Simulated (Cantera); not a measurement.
Feed: 1 mol Fe3O4, 2.6 mol CH4, 6.4 mol N2, at 105 Torr.

These are equilibrium values from Cantera (NASA tables, ideal gas, pure condensed phases), not measurements of a reactor. Candidate condensed phases: C, C6H6, C7H8, C8H18, Fe, Fe(CO)5, FeO, Fe(OH)2, Fe(OH)3, Fe2O3, Fe3O4, H2O; 140 gas species. Equilibrium is a limit: real reactors are often held back by kinetics, nucleation or transport.

x: gas mole fraction; n: condensed amount in mol.

```json
[
 {"T (°C)": "1477", "x N2": "0.451", "x H2": "0.281", "x CO": "0.169", "x H2O": "0.0845", "x Fe": "9.95e-5", "x CO2": "0.0140", "x H": "0.000330", "n Fe(δ)": "3.00", "n Fe(l)": "0"},
 {"T (°C)": "1527", "x N2": "0.450", "x H2": "0.281", "x CO": "0.170", "x H2O": "0.0851", "x Fe": "…", "x CO2": "0.0135", "x H": "…", "n Fe(δ)": "3.00", "n Fe(l)": "0"},
 {"T (°C)": "1577", "x N2": "0.450", "x H2": "0.280", "x CO": "0.170", "x H2O": "0.0855", "x Fe": "0.000418", "x CO2": "0.0129", "x H": "0.000762", "n Fe(δ)": "0", "n Fe(l)": "2.99"},
 {"T (°C)": "1627", "x N2": "0.450", "x H2": "0.279", "x CO": "0.170", "x H2O": "0.0859", "x Fe": "0.000796", "x CO2": "0.0125", "x H": "0.00112", "n Fe(δ)": "0", "n Fe(l)": "2.99"},
 {"T (°C)": "1677", "x N2": "0.450", "x H2": "0.278", "x CO": "0.171", "x H2O": "0.0862", "x Fe": "0.00146", "x CO2": "0.0120", "x H": "0.00162", "n Fe(δ)": "0", "n Fe(l)": "2.98"},
 {"T (°C)": "1727", "x N2": "0.449", "x H2": "0.277", "x CO": "0.171", "x H2O": "0.0865", "x Fe": "0.00260", "x CO2": "0.0116", "x H": "0.00229", "n Fe(δ)": "0", "n Fe(l)": "2.96"},
 {"T (°C)": "1777", "x N2": "0.448", "x H2": "0.276", "x CO": "0.171", "x H2O": "0.0865", "x Fe": "0.00450", "x CO2": "0.0112", "x H": "0.00318", "n Fe(δ)": "0", "n Fe(l)": "2.93"},
 {"T (°C)": "1827", "x N2": "0.446", "x H2": "0.274", "x CO": "0.170", "x H2O": "0.0864", "x Fe": "0.00756", "x CO2": "0.0109", "x H": "0.00436", "n Fe(δ)": "0", "n Fe(l)": "2.89"},
 {"T (°C)": "1877", "x N2": "0.444", "x H2": "0.271", "x CO": "0.170", "x H2O": "0.0861", "x Fe": "…", "x CO2": "0.0105", "x H": "…", "n Fe(δ)": "0", "n Fe(l)": "2.82"},
 {"T (°C)": "1927", "x N2": "0.440", "x H2": "0.268", "x CO": "0.169", "x H2O": "0.0854", "x Fe": "0.0198", "x CO2": "0.0102", "x H": "0.00779", "n Fe(δ)": "0", "n Fe(l)": "2.71"},
 {"T (°C)": "1977", "x N2": "0.434", "x H2": "0.263", "x CO": "0.167", "x H2O": "0.0842", "x Fe": "0.0310", "x CO2": "0.00979", "x H": "0.0102", "n Fe(δ)": "0", "n Fe(l)": "2.54"},
 {"T (°C)": "2027", "x N2": "0.426", "x H2": "0.257", "x CO": "0.164", "x H2O": "0.0823", "x Fe": "0.0475", "x CO2": "0.00937", "x H": "0.0131", "n Fe(δ)": "0", "n Fe(l)": "2.28"}
]
```

Complete the blanks.


- 1877, x Fe: 0.0124
- 1877, x H: 0.00587
- 1527, x Fe: 0.000210
- 1527, x H: 0.000507
